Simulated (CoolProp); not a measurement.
Vapour-liquid equilibrium of n-heptane (1) + toluene (2) at 409.1 K; x and y are mole fractions of (1).

Values from CoolProp's multi-fluid Helmholtz-energy mixture model, Span 2003 and Lemmon 2006; pair parameters Bell 2016.

Give the bubble pressure and the first vapour's composition at x = 0.65, 0.725, 0.8. Is there an azeotrope?

x = 0.65: 0.2588 MPa, y = 0.694; x = 0.725: 0.2623 MPa, y = 0.757; x = 0.8: 0.2654 MPa, y = 0.822. No azeotrope shows between x = 0.05 and 0.95.

Pair parameters are fitted to limited data, so mixtures are less certain than the pure fluids.
